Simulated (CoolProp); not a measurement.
The fluid at 266.83 K and 0.0109 MPa (gas) is heated at constant pressure to 385.5 K. The same conditions are run with several fluids, on thermodynamics alone (safety and materials aside).

Model: reference Helmholtz-energy equation of state of each fluid (n-butane: Bücker 2006; c-C4F8 (RC318): Platzer 1990; R245ca: Zhou 2016; neopentane: Lemmon 2006; chlorine: Thol 2021), in CoolProp. The equations of Platzer and Polt are older, rougher fits.

```tsv
fluid	heat (kJ/kg)	final density (kg/m³)
n-butane	216	0.198
c-C4F8 (RC318)	97.8	0.681
R245ca	[?]	[?]
neopentane	[?]	[?]
chlorine	57.6	0.241
```

Question: What belongs in the gaps?

Answer: 
- R245ca, heat (kJ/kg): 113
- R245ca, final density (kg/m³): 0.457
- neopentane, heat (kJ/kg): 215
- neopentane, final density (kg/m³): 0.246
